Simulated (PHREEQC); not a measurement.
Nickel, zinc or cadmium bath (model solution)

Solution (65 °C): 0.63 mol ZnCl2 and 0.0059 mol H2SO4 per kg of water. Closed to the air; pH follows from the charge balance.

All values are PHREEQC results (ion-association model, wateq4f.dat), not measurements.

No solid was allowed to form.

### Question
Estimate the pH.

### Answer
pH 2.10.

### Question
In which forms is Cl present?

### Answer
Cl- 45 %, ZnCl+ 22 %, ZnCl4-2 13 %, ZnCl3- 12 %, ZnCl2 8.2 % of the Cl.

The ionic strength is past about 0.7 mol/kgw, beyond the range of this activity model, so the values are rough. Complexes and solids missing from the database can't appear. Constants without temperature data keep their 25 °C values here.
